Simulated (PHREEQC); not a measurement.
Acid mine or pickling water (model solution)

Model water analysis in mg/kgw, 25 °C, pH 2.36: Na 1300; K 104; Ca 776; Mg 181; Cl 1180; S(6) as SO4 4590; B 0.403.

Valence states are taken as typed.

Computed with PHREEQC (Pitzer model, pitzer.dat).

This is a speciation only: nothing precipitates in the calculation.

### Question
Predict the specific conductance, osmotic coefficient, density.

### Answer
specific conductance 12500 µS/cm; osmotic coefficient 0.801; density 1.004 g/cm³.

### Question
In which forms is S present?

### Answer
SO4-2 89 %, HSO4- 11 % of the S.

Saturation is exceeded, for instance for Gypsum; the values hold only as long as no solid forms. Complexes and solids missing from the database can't appear.
